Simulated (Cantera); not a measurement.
An isothermal, constant-pressure homogeneous reactor starts with 4.55 % C₃H₈, 95.5 % H₂, at 1575 K and 0.000681 atm.

Detailed kinetics in Cantera: GRI-Mech 3.0 (53 species, 325 reactions). GRI-Mech 3.0 was tuned for natural gas; its chemistry of propane as a main component is partial and can be far from experiment. GRI-Mech 3.0 stops at C3 and has no aromatics, soot or wall deposition, so with more carbon than oxygen in the feed, carbon stays in small species such as C2H2 where larger ones or solid carbon would form. Radical loss at walls, strong at low pressure, is not modelled.

**Question.** Predict: x(H₂) at 100 s; x(C₂H₄) at 100 s; x(H) at 100 s; x(C₂H) at 100 s; x(C₂H₆) at 100 s.

**Answer.** 
```
Item                                                 Value
----------------  ----------------------------------------
x(H₂) at 100 s         0.935 (gas-phase equilibrium 0.938)
x(C₂H₄) at 100 s   1.07e-5 (gas-phase equilibrium 5.35e-6)
x(H) at 100 s      0.00107 (gas-phase equilibrium 0.00154)
x(C₂H) at 100 s    1.92e-7 (gas-phase equilibrium 2.88e-7)
x(C₂H₆) at 100 s  8.91e-8 (gas-phase equilibrium 1.74e-11)
```
